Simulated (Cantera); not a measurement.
**Equilibrium for tantalum, niobium, vanadium and zirconium in process gases: V + N₂**

Feed: 1 mol V, 12 mol N₂, held at 902 °C and 100000 Pa.

Method: chemical equilibrium by Gibbs-energy minimisation in Cantera with the NASA 1993 tables (ideal gas, pure condensed phases). Candidate condensed phases: V, VN; 4 gas species. VN: taken at fixed stoichiometry. Condensed phases not in the tables: V₂N. Rates play no part.

```yaml
x(N₂): 1.00
n(VN(s)): 1.00 mol
gas_amount: 11.50 mol
log10 activity of V(s) (absent): -5.20
```
